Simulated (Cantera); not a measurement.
An adiabatic, constant-volume homogeneous reactor starts with CH₄ : O₂ : N₂ = 1 : 1.05 : 3.96 (molar parts), equivalence ratio 1.9, at 1323 K and 100000 Pa. Integrator tolerance rtol = 1e-08.

Computed with Cantera and GRI-Mech 3.0 (53 species, 325 reactions).

Q: What does this change do: constant pressure in place of constant volume?

A: 
```json
[
 {"quantity": "time of steepest temperature rise", "before": "11.6 ms", "after": "12.5 ms"},
 {"quantity": "temperature at 0.200 s", "before": "2686 K", "after": "2418 K"},
 {"quantity": "equilibrium temperature", "before": "2686 K", "after": "2418 K"},
 {"quantity": "x(CH₄) at 0.200 s", "before": "2.33e-11 (gas-phase equilibrium 2.63e-11)", "after": "1.26e-11 (gas-phase equilibrium 1.43e-11)"},
 {"quantity": "x(O₂) at 0.200 s", "before": "7.34e-5 (gas-phase equilibrium 7.34e-5)", "after": "1.38e-5 (gas-phase equilibrium 1.38e-5)"},
 {"quantity": "x(N₂O) at 0.200 s", "before": "3.59e-8 (gas-phase equilibrium 3.59e-8)", "after": "6.44e-9 (gas-phase equilibrium 6.44e-9)"},
 {"quantity": "x(CO) at 0.200 s", "before": "0.125 (gas-phase equilibrium 0.125)", "after": "0.124 (gas-phase equilibrium 0.124)"},
 {"quantity": "x(O) at 0.200 s", "before": "0.000191 (gas-phase equilibrium 0.000191)", "after": "3.57e-5 (gas-phase equilibrium 3.57e-5)"},
 {"quantity": "x(C₂H₆) at 0.200 s", "before": "<1e-12 (gas-phase equilibrium <1e-12)", "after": "<1e-12 (gas-phase equilibrium <1e-12)"}
]
```

Q: What does this change do: pressure from 100000 Pa to 200000 Pa?

A: 
| quantity | before | after |
|---|---|---|
| time of steepest temperature rise | 11.6 ms | 6.60 ms |
| temperature at 0.200 s | 2686 K | 2714 K |
| equilibrium temperature | 2686 K | 2714 K |
| x(CH₄) at 0.200 s | 2.33e-11 (gas-phase equilibrium 2.63e-11) | 8.77e-11 (gas-phase equilibrium 9.87e-11) |
| x(O₂) at 0.200 s | 7.34e-5 (gas-phase equilibrium 7.34e-5) | 4.60e-5 (gas-phase equilibrium 4.60e-5) |
| x(N₂O) at 0.200 s | 3.59e-8 (gas-phase equilibrium 3.59e-8) | 4.23e-8 (gas-phase equilibrium 4.23e-8) |
| x(CO) at 0.200 s | 0.125 (gas-phase equilibrium 0.125) | 0.125 (gas-phase equilibrium 0.125) |
| x(O) at 0.200 s | 0.000191 (gas-phase equilibrium 0.000191) | 0.000120 (gas-phase equilibrium 0.000120) |
| x(C₂H₆) at 0.200 s | <1e-12 (gas-phase equilibrium <1e-12) | <1e-12 (gas-phase equilibrium <1e-12) |
